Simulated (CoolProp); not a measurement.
Vapour-liquid equilibrium of ethylbenzene (1) + n-nonane (2) at 512.6 K; x and y are mole fractions of (1).

Values from CoolProp's multi-fluid Helmholtz-energy mixture model, Zhou 2012 and Lemmon 2006; pair parameters Bell 2016.

Question: Give the bubble pressure and the first vapour's composition at x = 0.35, 0.5, 0.575. Is there an azeotrope?

Answer: x = 0.35: 757.6 kPa, y = 0.406; x = 0.5: 791.7 kPa, y = 0.553; x = 0.575: 806.9 kPa, y = 0.622. No azeotrope shows between x = 0.05 and 0.95.

The pair parameters rest on a limited set of measurements; away from them the model extrapolates.
